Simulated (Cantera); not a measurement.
A freely propagating, adiabatic, planar premixed flame of H2 : O2 : N2 = 1 : 0.294 : 1.11 (molar parts), equivalence ratio 1.7, unburnt at 625 K and 4200 Torr; mixture-averaged transport, grid criteria slope 0.08 and curve 0.16, no radiation.

Detailed kinetics in Cantera: the H2/O2 subset of GRI-Mech 3.0, which has no nitrogen chemistry. The hydrogen kinetics of GRI-Mech 3.0 are dated; newer H2 mechanisms differ, most at raised pressure. Burning velocities carry a grid error of a few per cent, more on coarse grids.

Task: What does this change do: H2 1 to 1.3 parts?

Result: 
| quantity | before | after |
|---|---|---|
| laminar burning velocity | 1000 cm/s | 953 cm/s |
| thermal thickness | 0.0495 mm | 0.0512 mm |
| peak x(HO2) | 0.000921 | 0.000847 |
| peak x(H2O2) | 4.94e-5 | 4.14e-5 |
| peak x(H) | 0.0593 | 0.0544 |
